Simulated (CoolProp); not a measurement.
Vapour-liquid equilibrium of propylene (1) + R22 (2) at -63.55 °C; x and y are mole fractions of (1).

Model: multi-fluid Helmholtz-energy mixture model, Lemmon 2013 and Kamei 1995; pair parameters Bell 2016, in CoolProp.

Give the bubble pressure and the first vapour's composition at x = 0.05, 0.15, 0.65. Is there an azeotrope?

x = 0.05: 0.03256 MPa, y = 0.109; x = 0.15: 0.03600 MPa, y = 0.270; x = 0.65: 0.04489 MPa, y = 0.707. y crosses x between x = 0.85 and 0.95: the model has an azeotrope there.

The pair parameters rest on a limited set of measurements; away from them the model extrapolates.
